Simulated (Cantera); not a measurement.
Input: 1 mol Pb, a varied amount of O₂, 1.5 mol N₂, at 698 K and 0.133 bar.

These are equilibrium values from Cantera (NASA tables, ideal gas, pure condensed phases), not measurements of a reactor. Candidate condensed phases: Pb, PbO, PbO₂, Pb₃O₄; 12 gas species. Rates play no part.

Which condensed phases are stable at each of these points (n(O₂) (mol)): 0.16, 0.2, 0.26, 0.34, 0.44, 0.57, 0.74?


```
n(O₂) (mol)  condensed phases  Pb condensed (%)
-----------  ----------------  ----------------
0.16         Pb(l) + PbO(red)             100.0
0.2          Pb(l) + PbO(red)             100.0
0.26         Pb(l) + PbO(red)             100.0
0.34         Pb(l) + PbO(red)             100.0
0.44         Pb(l) + PbO(red)             100.0
0.57                 PbO(red)             100.0
0.74                 PbO(red)             100.0
```

From 0.16 mol O₂ to 0.44 mol O₂ the condensed part is Pb(l) + PbO(red). From 0.57 mol O₂ to 0.74 mol O₂ the condensed part is PbO(red).
